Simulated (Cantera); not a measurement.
Charge: 1 mol Si3H8, 0.35 mol HCl, 310 mol H2, 0.48 mol Cl2, at 1477 °C.

Equilibrium computed with Cantera from the NASA thermochemical tables; the gas is ideal and each condensed phase is pure. Candidate condensed phases: Si; 19 gas species. The feed counts by its element totals alone. Gases not in the tables: Si2H6 and higher silanes. The numbers say what is thermodynamically allowed, not how fast it happens.

Task: At 0.370 bar, list the 5 most abundant gas species with their mole fractions, and the condensed phases.

Result: H2 0.995, HCl 0.00405, H 0.000381, SiCl2 5.47e-5, SiH2 2.07e-5. Condensed: Si(l).
